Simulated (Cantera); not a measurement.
Cantera run, input and output.

```python
import numpy as np
import cantera as ct

gas = ct.Solution("gri30.yaml")
gas.TPX = 1150, 69000, {'CO': 0.03, 'O2': 0.004, 'H2O': 0.00093, 'N2': 1}
reactor = ct.IdealGasConstPressureReactor(gas, energy="off", clone=False)
net = ct.ReactorNet([reactor])
net.rtol, net.atol = 1e-08, 1e-18
show = ['CO', 'O2', 'H2O', 'H2', 'NO', 'HO2', 'CO2']
times = np.geomspace(6e-06, 40, 12)

steps = ct.SolutionArray(gas, extra=["t"])
rows = []
print(f"{'t/s':>10s}{'T/K':>9s}{'P/Pa':>11s}" + "".join(f"{s:>11s}" for s in show))
for t in times:
    while net.time < t:
        t_next = net.step()
        steps.append(gas.state, t=t_next)
    rows.append([np.interp(t, steps.t, y) for y in (steps.T, steps.P, *steps(*show).X.T)])
    print(f"{t:10.3e}{rows[-1][0]:9.1f}{rows[-1][1]:11.4g}" + "".join(f"{x:11.3e}" for x in rows[-1][2:]))
rate = np.gradient(steps.T, steps.t)
print("integrator steps:", len(steps.t))
if steps.T.max() > steps.T[0] + 200:
    print(f"time of steepest temperature rise: {steps.t[rate.argmax()]:.4e} s")
gas.TPX = 1150, 69000, {'CO': 0.03, 'O2': 0.004, 'H2O': 0.00093, 'N2': 1}
gas.equilibrate("TP")
print(f"equilibrium (TP): T = {gas.T:.1f} K  " + "  ".join(f"{s} {gas[s].X[0]:.3e}" for s in show))
```

Output:

```
       t/s      T/K       P/Pa         CO         O2        H2O         H2         NO        HO2        CO2
 6.000e-06   1150.0    6.9e+04  2.899e-02  3.865e-03  8.986e-04  9.646e-20  1.033e-22  1.632e-15  1.000e-11
 2.503e-05   1150.0    6.9e+04  2.899e-02  3.865e-03  8.986e-04  1.593e-17  1.959e-21  6.914e-15  4.185e-11
 1.044e-04   1150.0    6.9e+04  2.899e-02  3.865e-03  8.986e-04  2.254e-15  4.182e-20  5.181e-14  1.770e-10
 4.357e-04   1150.0    6.9e+04  2.899e-02  3.865e-03  8.986e-04  2.023e-13  8.966e-19  2.147e-12  7.887e-10
 1.818e-03   1150.0    6.9e+04  2.899e-02  3.865e-03  8.986e-04  1.299e-11  1.681e-17  9.593e-11  4.672e-09
 7.585e-03   1150.0    6.9e+04  2.899e-02  3.865e-03  8.986e-04  1.251e-09  8.103e-16  4.819e-09  1.247e-07
 3.164e-02   1150.0    6.9e+04  2.678e-02  2.622e-03  7.724e-04  2.924e-05  8.859e-08  6.080e-07  2.230e-03
 1.320e-01   1150.0    6.9e+04  2.074e-02  4.678e-09  3.018e-04  5.766e-04  1.319e-06  1.591e-12  8.359e-03
 5.508e-01   1150.0    6.9e+04  2.073e-02  1.178e-10  2.954e-04  6.030e-04  1.166e-06  3.615e-14  8.365e-03
 2.298e+00   1150.0    6.9e+04  2.073e-02  5.839e-12  2.940e-04  6.073e-04  8.730e-07  1.178e-15  8.367e-03
 9.587e+00   1150.0    6.9e+04  2.073e-02  4.262e-13  2.934e-04  6.082e-04  5.409e-07  4.595e-17  8.368e-03
 4.000e+01   1150.0    6.9e+04  2.073e-02  6.208e-14  2.931e-04  6.084e-04  3.116e-07  2.368e-18  8.369e-03
integrator steps: 2268
equilibrium (TP): T = 1150.0 K  CO 2.073e-02  O2 6.243e-18  H2O 2.925e-04  H2 6.096e-04  NO 7.986e-13  HO2 1.490e-22  CO2 8.370e-03
```

Cantera simulation using GRI-Mech 3.0 (53 species, 325 reactions); the numbers are that mechanism's predictions, not measurements.
